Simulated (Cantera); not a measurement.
Feed: 1 mol CH₂F₂, 0.15 mol F₂, 13 mol H₂, 1.5 mol HCl, equilibrated at 1.30 Pa.

Equilibrium computed with Cantera from the NASA thermochemical tables; the gas is ideal and each condensed phase is pure. Candidate condensed phases: C, C₆H₆, C₇H₈, C₈H₁₈; 118 gas species. Kinetics and transport are ignored.

### Question
At 2600 K, list the 6 most abundant gas species with their mole fractions, and the condensed phases.

### Answer
H 0.855, HF 0.0528, Cl 0.0463, F 0.0188, C 0.0143, H₂ 0.00644. Condensed: gas only.
